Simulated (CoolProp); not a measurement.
Vapour-liquid equilibrium of R114 (1) + n-pentane (2) at 54.75 °C; x and y are mole fractions of (1).

Computed with CoolProp (multi-fluid Helmholtz-energy mixture model, Platzer 1990 and Thol 2019; pair parameters Bell 2016). This equation is an older, rougher fit; its heat capacities, sound speeds and derivatives of the liquid may be far off and weren't checked against measurements.

```tsv
x	bubble pressure, mixture model (kPa)	bubble pressure, Raoult's law (kPa)	y, mixture model	y, Raoult's law
0.05	212.6	200.1	0.168	0.127
0.2	285.9	248.5	0.456	0.408
0.35	344.0	296.9	0.611	0.597
0.5	391.0	345.4	0.715	0.734
0.65	430.7	393.8	0.799	0.836
0.8	465.7	442.2	0.879	0.917
0.95	497.1	490.6	0.967	0.981
```

The largest gap from Raoult's law is +15.9 % in bubble pressure, at x = 0.35. No azeotrope shows between x = 0.05 and 0.95.

Pair parameters are fitted to limited data, so mixtures are less certain than the pure fluids.
